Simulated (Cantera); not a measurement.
What does this Cantera script print?

```python
import numpy as np
import cantera as ct

gas = ct.Solution("gri30.yaml")
gas.TPX = 1923, 13332, {'C2H6': 1, 'N2': 37}
reactor = ct.IdealGasConstPressureReactor(gas, energy="off", clone=False)
net = ct.ReactorNet([reactor])
net.rtol, net.atol = 1e-08, 1e-18
show = ['C2H6', 'CH4', 'CH2', 'C2H', 'C2H2', 'H2', 'H']
times = np.geomspace(0.0002, 20, 9)

steps = ct.SolutionArray(gas, extra=["t"])
rows = []
print(f"{'t/s':>10s}{'T/K':>9s}{'P/Pa':>11s}" + "".join(f"{s:>11s}" for s in show))
for t in times:
    while net.time < t:
        t_next = net.step()
        steps.append(gas.state, t=t_next)
    rows.append([np.interp(t, steps.t, y) for y in (steps.T, steps.P, *steps(*show).X.T)])
    print(f"{t:10.3e}{rows[-1][0]:9.1f}{rows[-1][1]:11.4g}" + "".join(f"{x:11.3e}" for x in rows[-1][2:]))
rate = np.gradient(steps.T, steps.t)
print("integrator steps:", len(steps.t))
if steps.T.max() > steps.T[0] + 200:
    print(f"time of steepest temperature rise: {steps.t[rate.argmax()]:.4e} s")
gas.TPX = 1923, 13332, {'C2H6': 1, 'N2': 37}
gas.equilibrate("TP")
print(f"equilibrium (TP): T = {gas.T:.1f} K  " + "  ".join(f"{s} {gas[s].X[0]:.3e}" for s in show))
```

It prints:

```
       t/s      T/K       P/Pa       C2H6        CH4        CH2        C2H       C2H2         H2          H
 2.000e-04   1923.0  1.333e+04  1.803e-05  4.279e-03  4.397e-05  9.027e-06  1.917e-02  3.827e-02  1.262e-03
 8.434e-04   1923.0  1.333e+04  2.205e-06  3.121e-03  9.955e-06  4.472e-06  2.287e-02  4.418e-02  6.070e-04
 3.557e-03   1923.0  1.333e+04  4.692e-07  2.070e-03  3.276e-06  2.958e-06  2.376e-02  4.641e-02  4.062e-04
 1.500e-02   1923.0  1.333e+04  9.736e-08  9.279e-04  1.620e-06  3.052e-06  2.442e-02  4.826e-02  4.241e-04
 6.325e-02   1923.0  1.333e+04  6.445e-09  2.037e-04  5.363e-07  3.702e-06  2.481e-02  4.938e-02  5.182e-04
 2.667e-01   1923.0  1.333e+04  1.697e-10  3.038e-05  9.777e-08  4.071e-06  2.489e-02  4.964e-02  5.709e-04
 1.125e+00   1923.0  1.333e+04  4.426e-12  3.613e-06  1.200e-08  4.125e-06  2.489e-02  4.968e-02  5.788e-04
 4.743e+00   1923.0  1.333e+04  2.991e-12  2.308e-06  7.681e-09  4.126e-06  2.489e-02  4.969e-02  5.792e-04
 2.000e+01   1923.0  1.333e+04  3.118e-12  2.453e-06  8.164e-09  4.121e-06  2.486e-02  4.969e-02  5.792e-04
integrator steps: 1420
equilibrium (TP): T = 1923.0 K  C2H6 1.412e-12  CH4 2.390e-06  CH2 7.965e-09  C2H 7.182e-07  C2H2 4.331e-03  H2 4.970e-02  H 5.793e-04
```

Computed with Cantera and GRI-Mech 3.0 (53 species, 325 reactions). GRI-Mech 3.0 stops at C3 and has no aromatics, soot or wall deposition, so with more carbon than oxygen in the feed, carbon stays in small species such as C2H2 where larger ones or solid carbon would form.
